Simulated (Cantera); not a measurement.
Standard-state values (1 bar) from the NASA 1993 polynomials, evaluated with Cantera. Values are per mole of reaction as written; species without (g) are pure solids or liquids, kept so even where they would boil at 1 bar.

### Question
Between 300 and 1173 K, where is each reaction favourable under standard conditions?
- Si3N4 + 3 SiCl4(g) ⇌ 2 N2(g) + 6 SiCl2(g)

### Answer
- Si3N4 + 3 SiCl4(g) ⇌ 2 N2(g) + 6 SiCl2(g): ΔG° is 1432 kJ at 300 K and 611 kJ at 1173 K; it stays positive (K < 1). ΔH° is 1680 kJ and ΔS° 911 J/K at 1173 K.
